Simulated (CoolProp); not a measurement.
Vapour-liquid equilibrium of R134a (1) + methanol (2) at 0.471 MPa; x and y are mole fractions of (1).

Values from CoolProp's multi-fluid Helmholtz-energy mixture model, Tillner-Roth 1994 and de Reuck 1993; pair parameters Bell 2016.

| x | bubble temperature, mixture model (K) | bubble temperature, Raoult's law (K) | y, mixture model | y, Raoult's law |
|---|---|---|---|---|
| 0.05 | 351.1 | 368.5 | 0.639 | 0.384 |
| 0.15 | 320.6 | 347.2 | [?] | 0.737 |
| 0.25 | 310.1 | 332.1 | [?] | 0.871 |
| 0.35 | 305.2 | 321.1 | 0.952 | 0.930 |
| 0.45 | 302.1 | 312.7 | [?] | 0.959 |
| 0.55 | 299.6 | 306.0 | [?] | 0.976 |
| 0.65 | 297.1 | 300.6 | 0.973 | 0.986 |
| 0.75 | 294.5 | 296.0 | 0.980 | 0.992 |
| 0.85 | 291.7 | 292.0 | 0.988 | 0.996 |
| 0.95 | 288.6 | 288.6 | 0.996 | 0.999 |

**Question.** Some entries are withheld; supply them.

**Answer.** 
- 0.15, y, mixture model: 0.894
- 0.25, y, mixture model: 0.937
- 0.45, y, mixture model: 0.960
- 0.55, y, mixture model: 0.967

The largest gap from Raoult's law is -26.6 K in bubble temperature, at x = 0.15. No azeotrope shows between x = 0.05 and 0.95.

The pair parameters rest on a limited set of measurements; away from them the model extrapolates. With so large a gap from Raoult's law the liquid may split in two, which this calculation doesn't test in full.
